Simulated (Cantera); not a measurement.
A perfectly stirred reactor is fed with C₂H₆ : N₂ = 1 : 6.3 (molar parts), at 1.01 bar; it is held at 1300 K, and followed from long to short residence time.

Model: GRI-Mech 3.0 (53 species, 325 reactions), integrated in Cantera. GRI-Mech 3.0 stops at C3 and has no aromatics, soot or wall deposition, so with more carbon than oxygen in the feed, carbon stays in small species such as C2H2 where larger ones or solid carbon would form.

Problem. What does this change do: pressure from 1.01 bar to 0.0267 bar?

Solution. 
```tsv
quantity	before	after
x(C₂H₆) at τ = 5.00 s	0.000485	0.000775
x(HCN) at τ = 5.00 s	1.34e-10	4.17e-9
x(CH₂) at τ = 5.00 s	7.28e-11	6.42e-9
x(CH₃) at τ = 5.00 s	1.03e-5	8.08e-5
x(CH₄) at τ = 5.00 s	0.0453	0.0295
x(C₂H₆) at τ = 46.0 ms	0.00829	0.0420
x(HCN) at τ = 46.0 ms	9.05e-11	2.03e-9
x(CH₂) at τ = 46.0 ms	1.06e-9	1.09e-7
x(CH₃) at τ = 46.0 ms	3.37e-5	0.000578
x(CH₄) at τ = 46.0 ms	0.0265	0.0267
```
Radical loss at walls, strong at low pressure, is not modelled.

Problem. What does this change do: pressure from 1.01 bar to 0.0133 bar?

Solution. 
| quantity | before | after |
|---|---|---|
| x(C₂H₆) at τ = 5.00 s | 0.000485 | 0.00112 |
| x(HCN) at τ = 5.00 s | 1.34e-10 | 7.17e-9 |
| x(CH₂) at τ = 5.00 s | 7.28e-11 | 1.53e-8 |
| x(CH₃) at τ = 5.00 s | 1.03e-5 | 0.000138 |
| x(CH₄) at τ = 5.00 s | 0.0453 | 0.0344 |
| x(C₂H₆) at τ = 46.0 ms | 0.00829 | 0.0582 |
| x(HCN) at τ = 46.0 ms | 9.05e-11 | 2.85e-9 |
| x(CH₂) at τ = 46.0 ms | 1.06e-9 | 2.12e-7 |
| x(CH₃) at τ = 46.0 ms | 3.37e-5 | 0.000946 |
| x(CH₄) at τ = 46.0 ms | 0.0265 | 0.0228 |
Radical loss at walls, strong at low pressure, is not modelled.

Problem. What does this change do: temperature 1300 to 1200 K?

Solution. 
| quantity | before | after |
|---|---|---|
| x(C₂H₆) at τ = 5.00 s | 0.000485 | 0.00216 |
| x(HCN) at τ = 5.00 s | 1.34e-10 | 7.37e-12 |
| x(CH₂) at τ = 5.00 s | 7.28e-11 | 1.17e-11 |
| x(CH₃) at τ = 5.00 s | 1.03e-5 | 4.33e-6 |
| x(CH₄) at τ = 5.00 s | 0.0453 | 0.0409 |
| x(C₂H₆) at τ = 46.0 ms | 0.00829 | 0.0342 |
| x(HCN) at τ = 46.0 ms | 9.05e-11 | 2.39e-12 |
| x(CH₂) at τ = 46.0 ms | 1.06e-9 | 1.03e-10 |
| x(CH₃) at τ = 46.0 ms | 3.37e-5 | 1.12e-5 |
| x(CH₄) at τ = 46.0 ms | 0.0265 | 0.0133 |
